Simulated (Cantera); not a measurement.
Input (Python, Cantera) and output of one run.

```python
import numpy as np
import cantera as ct

gas_names = """
    CL CL2 H HCL H2 Si SiCL SiCL2 SiCL3 SiCL4 SiH SiHCL3 SiH2 SiH2CL2 SiH3 SiH3CL SiH4 Si2 Si3
""".split()
cond_names = """
    Si(cr) Si(L)
""".split()


# ... load() reads the species with a 1 bar reference pressure and builds the phases ...
atoms = {
    'Si': {'Si': 1},
    'HCl': {'H': 1, 'CL': 1},
    'H2': {'H': 2},
}
top_T = {}  # K; cautious upper limits of use, not melting points


# ... equilibrate(T, P, feed) seeds the gas with the atoms and calls Mixture.equilibrate('TP', solver="vcs", rtol=1e-11, max_steps=5000) ...
results = []
feed = {'Si': 1, 'HCl': 1.9, 'H2': 4.2}  # mol
P = 13332.2  # Pa
for T in [973, 1048, 1123, 1198, 1273, 1348, 1423, 1498, 1573, 1648]:
    mix = equilibrate(T, P, feed)
    results.append((T, P, feed, dict(zip(mix.species_names, mix.species_moles))))

top = {s: max(r[3][s] / sum(r[3][g] for g in gas_names) for r in results) for s in gas_names}
cols = sorted((s for s in top if top[s] > 0.0001), key=lambda s: -top[s])[:5]
seen = [c for c in cond_names if any(r[3].get(c, 0) > 1e-12 for r in results)]
print("log10 of partial pressures in bar; condensed amounts in mol")
print(f"{'T/K':>10s}" + "".join(f"{s[:9]:>10s}" for s in cols + seen))
for T, P, feed, n in results:
    ng = sum(n[g] for g in gas_names)
    print(f"{T:10.4g}" + "".join(f"{np.log10(max(n[s] / ng * P / 1e5, 1e-99)):10.3f}" for s in cols)
          + "".join(f"{n.get(c, 0):10.4g}" for c in seen))
```

Result:

```
log10 of partial pressures in bar; condensed amounts in mol
       T/K        H2       HCL     SiCL2     SiCL4    SiHCL3    Si(cr)
       973    -0.922    -2.750    -4.373    -2.080    -2.502    0.5058
      1048    -0.926    -2.487    -3.779    -2.103    -2.532    0.5193
      1123    -0.932    -2.268    -3.280    -2.148    -2.578    0.5346
      1198    -0.941    -2.089    -2.865    -2.229    -2.651    0.5466
      1273    -0.952    -1.950    -2.535    -2.368    -2.769     0.548
      1348    -0.964    -1.852    -2.292    -2.589    -2.947    0.5356
      1423    -0.973    -1.793    -2.134    -2.903    -3.193    0.5155
      1498    -0.979    -1.765    -2.044    -3.287    -3.489    0.4971
      1573    -0.982    -1.754    -1.996    -3.697    -3.803    0.4837
      1648    -0.983    -1.751    -1.969    -4.102    -4.111    0.4739
```

Equilibrium computed with Cantera from the NASA thermochemical tables; the gas is ideal and each condensed phase is pure. The tables' values for SiCl3, SiCl are old estimates; treat these amounts as uncertain.
